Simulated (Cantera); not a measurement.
**Low-pressure radical oxidation in H2/O2**

An isothermal, constant-pressure homogeneous reactor starts with 13.8 % H2, 86.1 % O2, 0.164 % H2O, equivalence ratio 0.080, at 1225 K and 6.30 Torr.

Detailed kinetics in Cantera: GRI-Mech 3.0 (53 species, 325 reactions). Radical loss at walls, strong at low pressure, is not modelled. The temperature is held fixed by assumption; the heat of reaction is taken as removed at once.

```tsv
t (s)	x H2	x O2	x H2O	x O	x H	x HO2	x OH
0.000900	0.138	0.861	0.00166	1.10e-5	1.19e-5	1.26e-7	7.04e-6
0.00212	0.0365	0.798	0.0775	0.0369	0.0383	3.84e-6	0.0125
0.00499	0.00481	0.774	0.113	0.0632	0.0366	4.14e-6	0.00815
0.0117	0.00427	0.786	0.119	0.0542	0.0294	4.21e-6	0.00773
0.0277	0.00315	0.806	0.129	0.0379	0.0174	4.23e-6	0.00672
0.0651	0.00153	0.830	0.141	0.0174	0.00548	3.79e-6	0.00473
0.153	0.000412	0.845	0.147	0.00458	0.000736	2.42e-6	0.00247
0.361	7.88e-5	0.849	0.149	0.000873	6.13e-5	9.50e-7	0.00108
0.850	1.57e-5	0.850	0.149	0.000175	5.50e-6	2.81e-7	0.000486
2.00	3.79e-6	0.850	0.150	4.24e-5	6.56e-7	8.37e-8	0.000239
```
x: mole fraction; the columns are a selection and need not sum to one.

Equilibrium at this temperature and pressure: H2 3.77e-8, O2 0.850, H2O 0.150, O 4.26e-7, H 6.65e-10, HO2 1.86e-8, OH 2.40e-5 (gas phase only).
